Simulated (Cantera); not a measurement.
A perfectly stirred reactor is fed with 4.21 % CH₄, 0.716 % C₂H₆, 0.632 % C₃H₈, 19.8 % O₂, 74.6 % N₂, at 4.93 atm; it is adiabatic with a 473 K inlet, and is followed from long to short residence time, starting on the burning branch (τ in s: 0.21, 0.098, 0.045, 0.02, 0.0093, 0.0042, 0.0019, 0.00089, 0.0004, 0.00018, 8.4e-05).

Model: GRI-Mech 3.0 (53 species, 325 reactions), integrated in Cantera. GRI-Mech 3.0 was tuned for natural gas; its chemistry of propane as a main component is partial and can be far from experiment.

### Question
Predict: blow-out, bracketed by the residence times tried; x(CH₄) at τ = 0.210 s; x(C₂H₆) at τ = 0.210 s; x(C₃H₈) at τ = 0.210 s; x(CO) at τ = 0.210 s; x(HO₂) at τ = 0.210 s; x(CH₄) at τ = 4.20 ms; x(C₂H₆) at τ = 4.20 ms; x(C₃H₈) at τ = 4.20 ms; x(CO) at τ = 4.20 ms; x(HO₂) at τ = 4.20 ms.

### Answer
```
Quantity                                                                          Result
------------------------------------------------  --------------------------------------
blow-out, bracketed by the residence times tried  burning at 84.0 µs, the shortest tried
x(CH₄) at τ = 0.210 s                                                            7.35e-7
x(C₂H₆) at τ = 0.210 s                                                           1.92e-8
x(C₃H₈) at τ = 0.210 s                                                           1.61e-8
x(CO) at τ = 0.210 s                                                            0.000231
x(HO₂) at τ = 0.210 s                                                            1.91e-6
x(CH₄) at τ = 4.20 ms                                                            1.83e-5
x(C₂H₆) at τ = 4.20 ms                                                           6.37e-7
x(C₃H₈) at τ = 4.20 ms                                                           5.64e-7
x(CO) at τ = 4.20 ms                                                             0.00125
x(HO₂) at τ = 4.20 ms                                                            4.52e-6
```
